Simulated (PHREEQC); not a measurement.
Dissolve 0.057 mol/kgw KHCO3, 0.00083 mol/kgw NaF and 9.4e-05 mol/kgw NaCl at 25 °C. Closed to the air; pH follows from the charge balance.

Computed with PHREEQC (ion-association model, phreeqc.dat).

```tsv
quantity	before	after
pH	8.16	8.07
ionic strength (mol/kgw)	0.0586	0.0586
CO2 (mol/kgw)	0.000696	0.000746
CO3-2 (mol/kgw)	0.000689	0.000731
NaHCO3 (mol/kgw)	1.86e-5	1.68e-5
NaCO3- (mol/kgw)	5.23e-6	1.11e-5
SI of Sylvite (KCl)	-6.36	-6.44
SI of Halite (NaCl)	-8.83	-8.84
```

Task: What was changed between the two runs?
A. NaF from 0.00083 to 0.0083 mol/kgw
B. KHCO3 from 0.057 to 0.114 mol/kgw
C. diluted 10-fold with water
D. temperature from 25 to 75 °C
E. temperature from 25 to 40 °C

Result: E, temperature from 25 to 40 °C

Precipitation was switched off in this run. Constants without temperature data keep their 25 °C values here.
